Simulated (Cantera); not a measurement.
An adiabatic, constant-volume homogeneous reactor starts with CO : H2 : CH4 : O2 : N2 : H2O = 1 : 0.034 : 0.067 : 0.271 : 1.02 : 0.12 (molar parts), at 950 K and 3750 Torr. Integrator tolerance rtol = 1e-08.

Computed with Cantera and GRI-Mech 3.0 (53 species, 325 reactions). Below about 1000 K GRI-Mech 3.0 lacks low-temperature oxidation paths.

**Question.** What does this change do: 0.2 parts CO2 added?

**Answer.** 
| quantity | before | after |
|---|---|---|
| time of steepest temperature rise | 14.8 ms | 17.2 ms |
| temperature at 1.00 s | 2636 K | 2461 K |
| equilibrium temperature | 2636 K | 2461 K |
| x(CO) at 1.00 s | 0.293 (gas-phase equilibrium 0.293) | 0.276 (gas-phase equilibrium 0.276) |
| x(H2) at 1.00 s | 0.0267 (gas-phase equilibrium 0.0267) | 0.0193 (gas-phase equilibrium 0.0193) |
| x(CH4) at 1.00 s | 2.01e-11 (gas-phase equilibrium 2.21e-11) | 1.27e-11 (gas-phase equilibrium 1.38e-11) |
| x(N2O) at 1.00 s | 7.41e-8 (gas-phase equilibrium 7.41e-8) | 3.08e-8 (gas-phase equilibrium 3.08e-8) |
| x(OH) at 1.00 s | 0.00167 (gas-phase equilibrium 0.00167) | 0.000793 (gas-phase equilibrium 0.000793) |
